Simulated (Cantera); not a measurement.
An isothermal, constant-pressure homogeneous reactor starts with 61.0 % NO, 39.0 % N2, at 2200 K and 101000 Pa.

Model: GRI-Mech 3.0 (53 species, 325 reactions), integrated in Cantera.

One state of this run: x NO = 0.0199; x N2 = 0.685; x O2 = 0.294; x O = 0.00147; x NO2 = 3.01e-5; x N2O = 8.17e-7. x: mole fraction; the columns are a selection and need not sum to one.

Problem. Which value of t (s) does it belong to?
(A) 8.00
(B) 2.20
(C) 0.606
(D) 0.0459

Solution. C, 0.606
